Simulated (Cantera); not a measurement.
Input: 1 mol MgO, 0.32 mol N2, at 1552 °C and 5.10e-5 bar.

Method: chemical equilibrium by Gibbs-energy minimisation in Cantera with the NASA 1993 tables (ideal gas, pure condensed phases). Candidate condensed phases: Mg, MgO; 13 gas species. The numbers say what is thermodynamically allowed, not how fast it happens.

Base state: N2 0.993, Mg 0.00451, O2 0.00160, O 0.000862, NO 0.000443 (mole fractions); condensed: MgO(s).

What changes in the equilibrium state with this change: 0.5 mol Cl2 added?


```csv
species,before,after
Cl,0,0.500
N2,0.993,0.260
MgCl2,0,0.156
O2,0.00160,0.0750
MgCl,0,0.000416
Cl2,0,0.000101
ClO,0,1.70e-5
O,0.000862,0.00589
"MgO(s), mol",0.999,0.807
```
Further candidate phases: MgCl2.
